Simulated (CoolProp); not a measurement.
Vapour-liquid equilibrium of CHF3 (R23) (1) + R134a (2) at 270 K; x and y are mole fractions of (1).

The numbers come from the multi-fluid Helmholtz-energy mixture model, Penoncello 2003 and Tillner-Roth 1994; pair parameters Bell 2016 in CoolProp.

```tsv
x	bubble pressure (MPa)	y at the bubble point	dew pressure at overall composition x (MPa)	liquid density (mol/L)
0.05	0.3413	0.254	0.2736	12.95
0.15	0.5051	0.526	0.3031	13.26
0.25	0.6745	0.670	0.3395	13.57
0.35	0.8511	0.761	0.3856	13.89
0.45	1.036	0.824	0.4457	14.19
0.55	1.232	0.871	0.5275	14.49
0.65	1.438	0.907	0.6447	14.75
0.75	1.658	0.938	0.8260	14.98
0.85	1.893	0.964	1.138	15.14
0.95	2.149	0.988	1.761	15.18
```

No azeotrope shows between x = 0.05 and 0.95.

The pair parameters rest on a limited set of measurements; away from them the model extrapolates.
